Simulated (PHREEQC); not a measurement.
0.2 g of hydrous ferric oxide (600 m²/g; 0.2 weak and 0.005 strong sites per Fe, Dzombak-Morel constants, diffuse double layer) in 1 kg of water with 0.3 mol/kgw of an inert sodium salt and 0.99 mmol/kgw Ag2SO4, at 25 °C; the pH is set by adding NaOH or the inert anion's acid. Oxygen is held at 0.21 atm. The system is closed to CO2. Precipitation was switched off in this run.

Base run: PHREEQC, ion-association model, wateq4f.dat. Each further column changes one thing. The table gives S sorbed (%).

| pH | base | no electrostatic term (-no_edl) | background salt from 0.3 to 0.03 mol/kgw | oxide from 0.2 to 1 g/kgw | 0.002 mol/kgw Na2SO4 added |
|---|---|---|---|---|---|
| 4 | 12.5 | 0.0 | 19.6 | 55.1 | 4.9 |
| 4.5 | 12.0 | 0.0 | [?] | [?] | [?] |
| 5 | 10.7 | 0.0 | 17.2 | 47.0 | 4.5 |
| 5.5 | 8.4 | 0.0 | 14.2 | 37.4 | [?] |
| 6 | 5.6 | 0.0 | 10.4 | 25.3 | 2.7 |
| 6.5 | 2.9 | 0.0 | 6.4 | [?] | [?] |
| 7.5 | 0.2 | 0.0 | 0.8 | 1.2 | 0.2 |
| 8 | 0.0 | 0.0 | [?] | 0.2 | 0.0 |
| 8.5 | 0.0 | 0.0 | 0.0 | 0.0 | 0.0 |
| 9 | 0.0 | 0.0 | 0.0 | 0.0 | 0.0 |
| 9.5 | 0.0 | 0.0 | 0.0 | 0.0 | 0.0 |
| 10 | 0.0 | 0.0 | 0.0 | 0.0 | 0.0 |

Fill in the missing entries.


- 4.5, background salt from 0.3 to 0.03 mol/kgw: 18.9
- 4.5, oxide from 0.2 to 1 g/kgw: 52.6
- 4.5, 0.002 mol/kgw Na2SO4 added: 4.8
- 5.5, 0.002 mol/kgw Na2SO4 added: 3.7
- 6.5, oxide from 0.2 to 1 g/kgw: 13.5
- 6.5, 0.002 mol/kgw Na2SO4 added: 1.6
- 8, background salt from 0.3 to 0.03 mol/kgw: 0.1

In at least one series the solution becomes supersaturated in solids that the run did not let form, among them Ag2O.
